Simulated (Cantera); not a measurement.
A diamond (100) surface in a fixed gas of H2 with x(CH4) = 0.0033, x(H) = 0.02, x(CH3) = 5.3e-05, at 1173 K; coverages are run to steady state.

Computed with Cantera and the Harris–Goodwin 1993 mechanism for the reconstructed diamond (100) surface.

One state of this run: growth (µm/h) = 0.201; θ c6HH = 0.457; θ c6H* = 0.0356; θ c6*H = 0.480; θ c6** = 0.0271; θ c6HM = 0.000252. θ: site fractions in the mechanism's names (c6HH fully hydrogenated, c6H* and c6*H radical sites, c6** diradical, c6HM methylated).

Task: Which value of P (Pa) does it belong to?
A) 1600
B) 670
C) 3900
D) 1000

Result: D, 1000
